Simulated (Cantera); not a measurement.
**Premixed flame**

A freely propagating, adiabatic, planar premixed flame of 5.56 % C3H8, 19.9 % O2, 74.6 % N2, equivalence ratio 1.4, unburnt at 350 K and 0.158 atm; mixture-averaged transport, grid criteria slope 0.08 and curve 0.16, no radiation.

Model: GRI-Mech 3.0 (53 species, 325 reactions), integrated in Cantera. GRI-Mech 3.0 was tuned for natural gas; its chemistry of propane as a main component is partial and can be far from experiment. Burning velocities carry a grid error of a few per cent, more on coarse grids.

```csv
z (mm),T (K),u (m/s),x C3H8,x O2,x O,x HCN,x H,x CH2
-5.63,350,0.605,0.0556,0.198,<1e-8,<1e-8,<1e-8,<1e-8
-3.75,351,0.610,0.0554,0.197,<1e-8,<1e-8,<1e-8,<1e-8
-2.81,359,0.626,0.0551,0.196,<1e-8,1.38e-8,<1e-8,<1e-8
-1.88,431,0.764,0.0538,0.188,<1e-8,2.52e-7,4.66e-7,<1e-8
-0.938,877,1.63,0.0380,0.143,2.12e-6,3.41e-6,0.000100,2.34e-7
-0.469,1283,2.48,0.0130,0.0955,5.49e-5,8.28e-6,0.000912,1.23e-5
0,1650,3.28,0.000515,0.0483,0.000378,1.64e-5,0.00432,7.89e-5
0.469,1845,3.69,1.19e-6,0.0201,0.000769,2.36e-5,0.00865,7.40e-5
0.938,1914,3.83,<1e-8,0.00804,0.000894,2.32e-5,0.0116,2.42e-5
1.88,1945,3.88,<1e-8,0.00188,0.000816,1.44e-5,0.0136,1.20e-6
3.75,1955,3.88,<1e-8,0.000889,0.000714,4.68e-6,0.0137,<1e-8
7.51,1964,3.90,<1e-8,0.000760,0.000633,6.42e-7,0.0129,<1e-8
15.0,1977,3.92,<1e-8,0.000630,0.000524,3.68e-8,0.0116,<1e-8
```
x: mole fraction of selected species; z is measured from the peak of heat release.

The laminar burning velocity comes out as 60.4 cm/s and the thermal thickness is 1.88 mm. The peak x(O) comes out as 0.000896 and the peak x(HCN) comes out as 2.43e-5. The peak x(H) comes out as 0.0138. The peak x(CH2) comes out as 9.21e-5.
